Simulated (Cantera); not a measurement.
## Gas activation for diamond growth

A perfectly stirred reactor is fed with 0.818 % CH4, 98.6 % H2, 0.611 % O2, equivalence ratio 83, at 4100 Pa; it is held at 2475 K, and followed from long to short residence time.

Computed with Cantera and GRI-Mech 3.0 (53 species, 325 reactions). Radical loss at walls, strong at low pressure, is not modelled.

```json
[
 {"τ (s)": "1.3", "x CH4": "3.80e-6", "x H2": "0.889", "x O2": "6.15e-8", "x C2H2": "2.82e-6", "x H": "0.0990", "x HCO": "6.61e-9", "x C2H": "2.13e-8"},
 {"τ (s)": "0.46", "x CH4": "1.36e-5", "x H2": "0.899", "x O2": "1.69e-7", "x C2H2": "2.68e-5", "x H": "0.0894", "x HCO": "9.70e-9", "x C2H": "1.81e-7"},
 {"τ (s)": "0.16", "x CH4": "5.51e-5", "x H2": "0.916", "x O2": "5.86e-7", "x C2H2": "0.000220", "x H": "0.0717", "x HCO": "1.71e-8", "x C2H": "1.17e-6"},
 {"τ (s)": "0.057", "x CH4": "0.000186", "x H2": "0.933", "x O2": "2.18e-6", "x C2H2": "0.000855", "x H": "0.0540", "x HCO": "3.12e-8", "x C2H": "3.36e-6"},
 {"τ (s)": "0.020", "x CH4": "0.000500", "x H2": "0.944", "x O2": "8.10e-6", "x C2H2": "0.00175", "x H": "0.0415", "x HCO": "5.55e-8", "x C2H": "5.23e-6"},
 {"τ (s)": "0.0070", "x CH4": "0.00116", "x H2": "0.951", "x O2": "2.92e-5", "x C2H2": "0.00221", "x H": "0.0329", "x HCO": "8.87e-8", "x C2H": "5.20e-6"},
 {"τ (s)": "0.0025", "x CH4": "0.00238", "x H2": "0.956", "x O2": "0.000101", "x C2H2": "0.00186", "x H": "0.0263", "x HCO": "1.25e-7", "x C2H": "3.49e-6"},
 {"τ (s)": "0.00087", "x CH4": "0.00422", "x H2": "0.961", "x O2": "0.000361", "x C2H2": "0.000952", "x H": "0.0203", "x HCO": "1.63e-7", "x C2H": "1.36e-6"},
 {"τ (s)": "0.00030", "x CH4": "0.00597", "x H2": "0.968", "x O2": "0.00129", "x C2H2": "0.000224", "x H": "0.0138", "x HCO": "2.00e-7", "x C2H": "2.18e-7"}
]
```
x: mole fraction; the columns are a selection and need not sum to one.
